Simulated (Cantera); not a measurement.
Feed: 1 mol FeS₂, a varied amount of SO₂, 0.15 mol CO₂, equilibrated at 1275 °C and 0.0320 bar.

Cantera equilibrium calculation (NASA polynomials, part measured and part estimated; ideal gas, pure solids and liquids). Candidate condensed phases: C, Fe, Fe(CO)₅, FeO, FeS, FeSO₄, FeS₂, Fe₂O₃, Fe₂(SO₄)₃, Fe₃O₄, S; 25 gas species. Metal and sulfide melt together well below either melting point, which pure phases cannot show. Mutual solubility and eutectic melting of coexisting phases are not modelled. The tables' stoichiometric FeO is somewhat more stable than real wüstite, so its field is too wide. FeO, FeS: taken at fixed stoichiometry. Kinetics and transport are ignored.

x: gas mole fraction; n: condensed amount in mol.

| n(SO₂) (mol) | x S₂ | x SO₂ | x CO₂ | x CO | x SO | x S₂O | x COS | n FeS(l) | n FeO(s) |
|---|---|---|---|---|---|---|---|---|---|
| 0.065 | 0.650 | 0.130 | 0.107 | 0.0964 | 0.00891 | 0.00547 | 0.00135 | 1.00 | 0 |
| 0.12 | 0.607 | … | 0.109 | … | … | … | … | 1.00 | 0 |
| 0.24 | 0.528 | 0.286 | 0.105 | 0.0605 | 0.0125 | 0.00694 | 0.000764 | 1.00 | 0 |
| 0.45 | 0.429 | 0.415 | 0.0922 | 0.0420 | 0.0143 | 0.00714 | 0.000478 | 1.000 | 0 |
| 0.85 | 0.315 | 0.564 | 0.0726 | 0.0263 | 0.0155 | 0.00660 | 0.000256 | 1.000 | 0 |
| 1.6 | 0.316 | 0.598 | … | … | 0.0159 | 0.00681 | … | … | … |
| 3.1 | 0.299 | 0.640 | 0.0279 | 0.00935 | 0.0163 | 0.00678 | 8.89e-5 | 0 | 1.000 |

Q: What belongs in the gaps?

A: 
- 1.6, x CO₂: 0.0470
- 1.6, x CO: 0.0165
- 1.6, x COS: 0.000161
- 1.6, n FeS(l): 0.633
- 1.6, n FeO(s): 0.367
- 0.12, x SO₂: 0.185
- 0.12, x CO: 0.0809
- 0.12, x SO: 0.0104
- 0.12, x S₂O: 0.00620
- 0.12, x COS: 0.00110
